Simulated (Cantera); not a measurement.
What does this Cantera script print?

```python
import numpy as np
import cantera as ct

gas_names = """
    C CN CO CO2 C2 CCN CNC C2N2 C2O C3 C3O2 C4 C4N2 C5 Fe FeC5O5 FeO N NCO NO NO2 NO3 N2 N2O O O2 O3
""".split()
cond_names = """
    C(gr) Fe(a) Fe(c) Fe(d) Fe(L) FeC5O5(L) FeO(s) FeO(L) Fe2O3(s) Fe3O4(s)
""".split()


# ... load() reads the species with a 1 bar reference pressure and builds the phases ...
atoms = {
    'Fe2O3': {'Fe': 2, 'O': 3},
    'C': {'C': 1},
    'N2': {'N': 2},
}
top_T = {'C(gr)': 4500, 'Fe2O3(s)': 1830, 'Fe3O4(s)': 1870}  # K; cautious upper limits of use, not melting points


# ... equilibrate(T, P, feed) seeds the gas with the atoms and calls Mixture.equilibrate('TP', solver="vcs", rtol=1e-11, max_steps=5000) ...
results = []
T = 1050  # K
P = 1000  # Pa
for m in [0.8, 1, 1.3, 1.6, 2.1, 2.6, 3.3]:
    feed = {'Fe2O3': 1, 'C': m, 'N2': 0.41}  # mol
    mix = equilibrate(T, P, feed)
    results.append((T, P, feed, dict(zip(mix.species_names, mix.species_moles))))
    x = sorted(zip(gas.X, gas.species_names), reverse=True)
    print(f"T = {T:g} K  P = {P:g} Pa  n(C) = {m:g} mol  gas = {mix.phase_moles(0):.4g} mol")
    print("   x: " + "  ".join(f"{s} {v:.3e}" for v, s in x if v > 1e-06))
    print("   condensed (mol): " + ("  ".join(f"{mix.phase(i).name} {mix.phase_moles(i):.4g}"
          for i in range(1, mix.n_phases) if mix.phase_moles(i) > 1e-12) or "none"))
```

It prints:

```
T = 1050 K  P = 1000 Pa  n(C) = 0.8 mol  gas = 1.21 mol
   x: CO 4.959e-01  N2 3.388e-01  CO2 1.653e-01
   condensed (mol): FeO(s) 2
T = 1050 K  P = 1000 Pa  n(C) = 1 mol  gas = 1.41 mol
   x: CO 5.733e-01  N2 2.908e-01  CO2 1.359e-01
   condensed (mol): Fe(a) 0.1916  FeO(s) 1.808
T = 1050 K  P = 1000 Pa  n(C) = 1.3 mol  gas = 1.71 mol
   x: CO 6.146e-01  N2 2.398e-01  CO2 1.457e-01
   condensed (mol): Fe(a) 0.5491  FeO(s) 1.451
T = 1050 K  P = 1000 Pa  n(C) = 1.6 mol  gas = 2.01 mol
   x: CO 6.435e-01  N2 2.040e-01  CO2 1.525e-01
   condensed (mol): Fe(a) 0.9066  FeO(s) 1.093
T = 1050 K  P = 1000 Pa  n(C) = 2.1 mol  gas = 2.51 mol
   x: CO 6.763e-01  N2 1.633e-01  CO2 1.603e-01
   condensed (mol): Fe(a) 1.502  FeO(s) 0.4976
T = 1050 K  P = 1000 Pa  n(C) = 2.6 mol  gas = 3.01 mol
   x: CO 7.309e-01  N2 1.362e-01  CO2 1.329e-01
   condensed (mol): Fe(a) 2
T = 1050 K  P = 1000 Pa  n(C) = 3.3 mol  gas = 3.404 mol
   x: CO 8.779e-01  N2 1.204e-01  CO2 1.648e-03
   condensed (mol): C(gr) 0.3056  Fe(a) 2
```

Cantera equilibrium calculation (NASA polynomials, part measured and part estimated; ideal gas, pure solids and liquids). Mutual solubility and eutectic melting of coexisting phases are not modelled. The tables' stoichiometric FeO is somewhat more stable than real wüstite, so its field is too wide. FeO: taken at fixed stoichiometry. Condensed phases not in the tables: cementite and carbon dissolved in iron.
